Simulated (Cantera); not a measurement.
**Equilibrium for boron, boron nitride and boron oxide: B2H6 + H2O + N2**

Feed: 1 mol B2H6, 0.08 mol H2O, 1.3 mol N2, at 0.880 bar.

Method: chemical equilibrium by Gibbs-energy minimisation in Cantera with the NASA 1993 tables (ideal gas, pure condensed phases). Candidate condensed phases: B, BN, B2O3, B3O3H3, H2O; 39 gas species. The feed counts by its element totals alone. Mutual solubility and eutectic melting of coexisting phases are not modelled. The tables' values for BH2 are old estimates; treat these amounts as uncertain. Gases not in the tables: H3BO3. Rates play no part.

| T (K) | log p H2 | log p N2 | log p HBO | log p HBO2 | log p H | log p H2O | log p BO | n BN(s) | n B2O3(l) |
|---|---|---|---|---|---|---|---|---|---|
| 1523 | -0.10 | -1.08 | -3.54 | -2.82 | -4.69 | -2.57 | -6.73 | 1.96 | 0.0188 |
| 1623 | -0.10 | -1.08 | -2.94 | -2.48 | -4.21 | -2.59 | -5.71 | 1.96 | 0.0124 |
| 1723 | -0.11 | -1.08 | -2.44 | -2.24 | -3.79 | -2.64 | -4.84 | 1.96 | 0 |
| 1823 | -0.11 | -1.08 | -2.17 | -2.36 | -3.42 | -2.85 | -4.24 | 1.95 | 0 |
| 1923 | -0.11 | -1.07 | -1.97 | -2.57 | -3.08 | -3.09 | -3.75 | 1.94 | 0 |
| 2023 | -0.11 | -1.07 | -1.85 | -2.87 | -2.78 | -3.36 | -3.36 | 1.93 | 0 |
| 2123 | -0.11 | -1.07 | -1.79 | -3.25 | -2.50 | -3.65 | -3.07 | 1.92 | 0 |
| 2223 | -0.11 | -1.07 | -1.78 | -3.67 | -2.25 | -3.96 | -2.84 | 1.92 | 0 |
log p: log10 of the partial pressure in bar; n: condensed amount in mol.

From 1523 K to 1623 K the condensed part is BN(s) + B2O3(l). From 1723 K to 2223 K the condensed part is BN(s). The share of B in condensed phases is highest at 1523 K (99.6 %) and lowest at 2223 K (96.0 %).
